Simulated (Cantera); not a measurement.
Input: 1 mol SiCl4, 0.25 mol NH3, 30 mol H2, at 330 Pa.

Equilibrium computed with Cantera from the NASA thermochemical tables; the gas is ideal and each condensed phase is pure. Candidate condensed phases: NH4Cl, Si, Si3N4; 28 gas species. Mutual solubility and eutectic melting of coexisting phases are not modelled. The numbers say what is thermodynamically allowed, not how fast it happens.

Which condensed phases are stable at each of these points (T (K)): 800, 825, 850, 875, 900, 925, 950, 975, 1000, 1025?


| T (K) | condensed phases | Si condensed (%) |
|---|---|---|
| 800 | Si3N4(s) | 18.7 |
| 825 | Si3N4(s) | 18.8 |
| 850 | Si3N4(s) | 18.8 |
| 875 | Si3N4(s) | 18.8 |
| 900 | Si3N4(s) | 18.8 |
| 925 | Si3N4(s) | 18.8 |
| 950 | Si3N4(s) | 18.8 |
| 975 | Si3N4(s) | 18.7 |
| 1000 | Si3N4(s) | 18.7 |
| 1025 | Si(s) + Si3N4(s) | 21.9 |

From 800 K to 1000 K the condensed part is Si3N4(s). At 1025 K the condensed part is Si(s) + Si3N4(s).
